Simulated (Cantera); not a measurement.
Source: NASA polynomial tables (part measured, part estimated), evaluated in Cantera. Values are per mole of reaction as written; species without (g) are pure solids or liquids, kept so even where they would boil at 1 bar.

Fe2Cl6(g) ⇌ 2 Cl(g) + 2 FeCl2(g), with ΔH° = 615.0 kJ and ΔS° = 391.9 J/K at 300 K.

**Question.** How far is the shortcut ΔG° ≈ ΔH°(300 K) − T·ΔS°(300 K) from the full temperature-dependent value at 1925, 2025, 2125, 2225, 2325 K?

**Answer.** 
```csv
T (K),shortcut (kJ),full (kJ),difference (kJ),difference in log10 K
1925,-139.5,-113.7,-25.8,0.70
2025,-178.7,-150.6,-28.2,0.73
2125,-217.9,-187.4,-30.6,0.75
2225,-257.1,-224.1,-33.0,0.77
2325,-296.3,-260.8,-35.5,0.80
```
The shortcut ignores the heat-capacity change of the reaction.
